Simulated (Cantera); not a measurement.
Cantera run, input and output.

```python
import numpy as np
import cantera as ct

gas = ct.Solution("gri30.yaml")
gas.TPX = 1550, 25000, {'CH4': 1, 'O2': 2, 'N2': 7.52}
reactor = ct.IdealGasReactor(gas, energy="on", clone=False)
net = ct.ReactorNet([reactor])
net.rtol, net.atol = 1e-08, 1e-16
show = ['CH4', 'O2', 'NO', 'CO2', 'C2H2']
times = np.geomspace(4e-06, 0.2, 10)

steps = ct.SolutionArray(gas, extra=["t"])
rows = []
print(f"{'t/s':>10s}{'T/K':>9s}{'P/Pa':>11s}" + "".join(f"{s:>11s}" for s in show))
for t in times:
    while net.time < t:
        t_next = net.step()
        steps.append(gas.state, t=t_next)
    rows.append([np.interp(t, steps.t, y) for y in (steps.T, steps.P, *steps(*show).X.T)])
    print(f"{t:10.3e}{rows[-1][0]:9.1f}{rows[-1][1]:11.4g}" + "".join(f"{x:11.3e}" for x in rows[-1][2:]))
rate = np.gradient(steps.T, steps.t)
print("integrator steps:", len(steps.t))
if steps.T.max() > steps.T[0] + 200:
    print(f"time of steepest temperature rise: {steps.t[rate.argmax()]:.4e} s")
gas.TPX = 1550, 25000, {'CH4': 1, 'O2': 2, 'N2': 7.52}
gas.equilibrate("UV")
print(f"equilibrium (UV): T = {gas.T:.1f} K  " + "  ".join(f"{s} {gas[s].X[0]:.3e}" for s in show))
```

It prints:

```
       t/s      T/K       P/Pa        CH4         O2         NO        CO2       C2H2
 4.000e-06   1550.0    2.5e+04  9.506e-02  1.901e-01  9.129e-17  4.190e-14  1.950e-19
 1.331e-05   1550.0    2.5e+04  9.506e-02  1.901e-01  7.546e-16  1.326e-12  7.885e-17
 4.429e-05   1550.0    2.5e+04  9.505e-02  1.901e-01  3.682e-15  2.858e-11  2.024e-14
 1.474e-04   1549.9    2.5e+04  9.504e-02  1.901e-01  2.096e-14  9.613e-10  4.061e-12
 4.903e-04   1549.9    2.5e+04  9.491e-02  1.900e-01  2.206e-13  6.921e-08  1.205e-09
 1.632e-03   1565.6  2.527e+04  9.070e-02  1.874e-01  1.193e-11  2.611e-05  2.241e-06
 5.429e-03   2786.7  4.801e+04  1.302e-15  2.497e-02  9.702e-03  3.836e-02  2.639e-18
 1.806e-02   2785.0  4.797e+04  1.330e-15  2.441e-02  1.131e-02  3.831e-02  2.677e-18
 6.011e-02   2785.0  4.797e+04  1.330e-15  2.441e-02  1.131e-02  3.831e-02  2.677e-18
 2.000e-01   2785.0  4.797e+04  1.330e-15  2.441e-02  1.131e-02  3.831e-02  2.677e-18
integrator steps: 1735
time of steepest temperature rise: 2.1593e-03 s
equilibrium (UV): T = 2785.0 K  CH4 1.786e-15  O2 2.441e-02  NO 1.131e-02  CO2 3.831e-02  C2H2 2.821e-18
```

Detailed kinetics in Cantera: GRI-Mech 3.0 (53 species, 325 reactions).
